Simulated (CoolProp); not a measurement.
Vapour-liquid equilibrium of CH2F2 (R32) (1) + propylene (2) at 2.01 MPa; x and y are mole fractions of (1).

Values from CoolProp's multi-fluid Helmholtz-energy mixture model, Tillner-Roth 1997 and Lemmon 2013; pair parameters Bell 2016.

| x | bubble temperature, mixture model (K) | bubble temperature, Raoult's law (K) | y, mixture model | y, Raoult's law |
|---|---|---|---|---|
| 0.05 | 317.3 | 320.9 | 0.112 | 0.074 |
| 0.15 | 310.2 | 318.7 | 0.279 | 0.211 |
| 0.25 | 305.6 | 316.6 | 0.394 | 0.335 |
| 0.35 | 302.6 | 314.7 | 0.478 | 0.448 |
| 0.45 | 300.8 | 312.9 | 0.545 | 0.551 |
| 0.55 | 299.7 | 311.2 | 0.604 | 0.647 |
| 0.65 | 299.2 | 309.6 | 0.661 | 0.735 |
| 0.75 | 299.4 | 308.2 | 0.724 | 0.817 |
| 0.85 | 300.4 | 306.7 | 0.804 | 0.894 |
| 0.95 | 302.8 | 305.4 | 0.919 | 0.966 |

The largest gap from Raoult's law is -12.1 K in bubble temperature, at x = 0.45. y crosses x between x = 0.65 and 0.75: the model has an azeotrope there.

The pair parameters rest on a limited set of measurements; away from them the model extrapolates.
